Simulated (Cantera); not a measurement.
# Dilute partial oxidation

An isothermal, constant-pressure homogeneous reactor starts with CH4 : O2 : N2 = 0.011 : 0.003 : 1 (molar parts), equivalence ratio 7.3, at 1550 K and 1800 Torr.

Computed with Cantera and GRI-Mech 3.0 (53 species, 325 reactions). GRI-Mech 3.0 stops at C3 and has no aromatics, soot or wall deposition, so with more carbon than oxygen in the feed, carbon stays in small species such as C2H2 where larger ones or solid carbon would form.

| t (s) | x CH4 | x O2 | x H2O2 | x CO | x CH2 |
|---|---|---|---|---|---|
| 0.000300 | 0.0108 | 0.00296 | 1.66e-10 | 1.20e-8 | 1.61e-10 |
| 0.000662 | 0.0108 | 0.00296 | 1.38e-10 | 1.34e-7 | 5.15e-10 |
| 0.00146 | 0.0108 | 0.00295 | 1.46e-10 | 1.41e-6 | 1.32e-9 |
| 0.00322 | 0.0106 | 0.00292 | 2.09e-10 | 1.32e-5 | 3.41e-9 |
| 0.00711 | 0.0100 | 0.00278 | 3.19e-10 | 9.48e-5 | 9.36e-9 |
| 0.0157 | 0.00828 | 0.00220 | 4.36e-10 | 0.000489 | 2.72e-8 |
| 0.0346 | 0.00552 | 0.000774 | 2.40e-10 | 0.00155 | 3.48e-8 |
| 0.0764 | 0.00422 | 0.000125 | 4.16e-11 | 0.00203 | 9.12e-9 |
| 0.169 | 0.00346 | 7.91e-6 | 2.88e-12 | 0.00212 | 2.73e-9 |
| 0.372 | 0.00260 | 2.09e-8 | <1e-12 | 0.00213 | 1.74e-9 |
| 0.821 | 0.00171 | <1e-12 | <1e-12 | 0.00217 | 1.17e-9 |
| 1.81 | 0.00102 | <1e-12 | <1e-12 | 0.00232 | 7.63e-10 |
| 4.00 | 0.000641 | <1e-12 | <1e-12 | 0.00262 | 5.17e-10 |
x: mole fraction; the columns are a selection and need not sum to one.

Equilibrium at this temperature and pressure: CH4 2.88e-5, O2 <1e-12, H2O2 <1e-12, CO 0.00584, CH2 1.14e-11 (gas phase only).
